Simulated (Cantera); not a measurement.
Cantera run:

```python
import numpy as np
import cantera as ct

gas_names = [...]  # 47 gases of nasa_gas.yaml made of Ca, F, H, N, O
cond_names = """
    Ca(a) Ca(b) Ca(L) CaF2(a) CaF2(b) CaF2(L) CaO(s) CaO(L) CaO2H2(s) H2O(s) H2O(L)
""".split()


# ... load() reads the species with a 1 bar reference pressure and builds the phases ...
atoms = {
    'CaO': {'Ca': 1, 'O': 1},
    'NF3': {'N': 1, 'F': 3},
    'H2': {'H': 2},
}
top_T = {}  # K; cautious upper limits of use, not melting points


# ... equilibrate(T, P, feed) seeds the gas with the atoms and calls Mixture.equilibrate('TP', solver="vcs", rtol=1e-11, max_steps=5000) ...
results = []
feed = {'CaO': 1, 'NF3': 1.9, 'H2': 44}  # mol
P = 250  # Pa
for T in [1675, 1700, 1725, 1750, 1775, 1800, 1825, 1850, 1875]:
    mix = equilibrate(T, P, feed)
    results.append((T, P, feed, dict(zip(mix.species_names, mix.species_moles))))

top = {s: max(r[3][s] / sum(r[3][g] for g in gas_names) for r in results) for s in gas_names}
cols = sorted((s for s in top if top[s] > 0.0001), key=lambda s: -top[s])[:5]
seen = [c for c in cond_names if any(r[3].get(c, 0) > 1e-12 for r in results)]
print("log10 of partial pressures in bar; condensed amounts in mol")
print(f"{'T/K':>10s}" + "".join(f"{s[:9]:>10s}" for s in cols + seen))
for T, P, feed, n in results:
    ng = sum(n[g] for g in gas_names)
    print(f"{T:10.4g}" + "".join(f"{np.log10(max(n[s] / ng * P / 1e5, 1e-99)):10.3f}" for s in cols)
          + "".join(f"{n.get(c, 0):10.4g}" for c in seen))
```

Output:

```
log10 of partial pressures in bar; condensed amounts in mol
       T/K        H2        HF       H2O        N2      CaF2    CaO(s)
      1675    -2.668    -3.652    -4.425    -4.304    -4.429    0.2803
      1700    -2.668    -3.660    -4.402    -4.304    -4.407    0.2409
      1725    -2.669    -3.668    -4.380    -4.305    -4.387    0.2011
      1750    -2.669    -3.676    -4.359    -4.305    -4.368    0.1608
      1775    -2.670    -3.684    -4.338    -4.305    -4.350    0.1198
      1800    -2.671    -3.693    -4.319    -4.305    -4.334   0.07796
      1825    -2.671    -3.702    -4.299    -4.306    -4.319    0.0351
      1850    -2.672    -3.708    -4.285    -4.306    -4.309         0
      1875    -2.674    -3.707    -4.285    -4.307    -4.315         0
```

These are equilibrium values from Cantera (NASA tables, ideal gas, pure condensed phases), not measurements of a reactor.
